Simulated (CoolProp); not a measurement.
Aqueous potassium formate as a coolant, at 33 °C, 1 atm.

Computed with CoolProp (Melinder's fits for secondary coolants).

```
mass %  freezing point (°C)  Prandtl number  cp (kJ/(kg K))  density (kg/m³)  viscosity (mPa s)
------  -------------------  --------------  --------------  ---------------  -----------------
4.8                    -2.2            5.47           4.001                ?              0.831
9.3                    -4.5            5.68           3.840             1052              0.884
13.9                   -7.3            5.90           3.680             1079              0.942
18.5                  -10.5            6.21           3.524                ?               1.02
23.1                  -14.2            6.62               ?             1138               1.12
27.7                  -18.6            7.12           3.233             1169               1.24
32.2                      ?            7.64           3.103             1200               1.36
36.8                  -30.0            8.19           2.981             1233                  ?
41.4                  -37.3            8.87           2.869             1267               1.63
```

Problem. What belongs in the gaps?

Solution. 
- 4.8, density (kg/m³): 1025
- 18.5, density (kg/m³): 1108
- 23.1, cp (kJ/(kg K)): 3.375
- 32.2, freezing point (°C): -23.8
- 36.8, viscosity (mPa s): 1.49
